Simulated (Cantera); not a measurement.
**Equilibrium for silicon epitaxy and polysilicon growth: SiHCl₃ + HCl + N₂**

A closed system holds: 1 mol SiHCl₃, 0.97 mol HCl, 12 mol N₂, at 308 Torr.

Cantera equilibrium calculation (NASA polynomials, part measured and part estimated; ideal gas, pure solids and liquids). Candidate condensed phases: NH₄Cl, Si, Si₃N₄; 28 gas species. N₂ is the only nitrogen source here; it is nearly inert below about 1500 K, so the nitride shown seldom forms there in practice. The tables' values for SiCl₃ are old estimates; treat these amounts as uncertain. Equilibrium is a limit: real reactors are often held back by kinetics, nucleation or transport.

From 950 K to 1600 K the condensed part is Si₃N₄(s). The main Si-bearing gas is SiCl₄ throughout.

| T (K) | x N₂ | x HCl | x SiCl₄ | x H₂ | x SiCl₂ | x SiCl₃ | n Si₃N₄(s) |
|---|---|---|---|---|---|---|---|
| 950 | 0.836 | 0.0942 | 0.0469 | 0.0228 | 1.62e-8 | 4.76e-6 | 0.113 |
| 1000 | 0.836 | 0.0964 | 0.0463 | 0.0217 | 9.58e-8 | 1.35e-5 | 0.116 |
| 1050 | 0.835 | 0.0984 | 0.0457 | 0.0207 | 4.78e-7 | 3.48e-5 | 0.118 |
| 1100 | 0.835 | 0.100 | 0.0452 | 0.0198 | 2.06e-6 | 8.18e-5 | 0.120 |
| 1150 | 0.834 | 0.102 | 0.0447 | 0.0190 | 7.77e-6 | 0.000178 | 0.121 |
| 1200 | 0.834 | 0.103 | 0.0442 | 0.0183 | 2.62e-5 | 0.000363 | 0.123 |
| 1250 | 0.834 | 0.104 | 0.0436 | 0.0177 | 7.96e-5 | 0.000696 | 0.124 |
| 1300 | 0.833 | 0.105 | 0.0428 | 0.0171 | 0.000221 | 0.00126 | 0.124 |
| 1350 | 0.833 | 0.106 | 0.0417 | 0.0167 | 0.000566 | 0.00217 | 0.123 |
| 1400 | 0.832 | 0.106 | 0.0400 | 0.0163 | 0.00134 | 0.00355 | 0.120 |
| 1450 | 0.831 | 0.106 | 0.0375 | 0.0161 | 0.00295 | 0.00550 | 0.114 |
| 1500 | 0.830 | 0.106 | 0.0339 | 0.0161 | 0.00602 | 0.00802 | 0.104 |
| 1550 | 0.827 | 0.105 | 0.0290 | 0.0163 | 0.0114 | 0.0109 | 0.0865 |
| 1600 | 0.824 | 0.102 | 0.0229 | 0.0169 | 0.0197 | 0.0135 | 0.0613 |
x: gas mole fraction; n: condensed amount in mol.
